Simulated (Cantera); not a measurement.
Charge: 1 mol CuO, 0.47 mol CH4, 4.4 mol H2, at 2398.15 K and 75.0 Torr.

Equilibrium computed with Cantera from the NASA thermochemical tables; the gas is ideal and each condensed phase is pure. Candidate condensed phases: C, C6H6, C7H8, C8H18, Cu, CuO, Cu(OH)2, Cu2O, H2O; 113 gas species. The numbers say what is thermodynamically allowed, not how fast it happens.

Base state: H2 0.673, Cu 0.143, H2O 0.0741, CO 0.0664, H 0.0409, CO2 0.00124, OH 0.000826, Cu2 0.000276 (mole fractions); condensed: gas only.

### Question
What changes in the equilibrium state with this change: CH4 from 0.47 to 1.1 mol?

### Answer
```tsv
species	before	after
H2	0.673	0.725
CO	0.0664	0.114
Cu	0.143	0.113
H2O	0.0741	2.61e-7
H	0.0409	0.0425
C2H2 (acetylene)	<1e-9	0.00501
OH	0.000826	2.80e-9
C(graphite), mol	0	0.0109
```
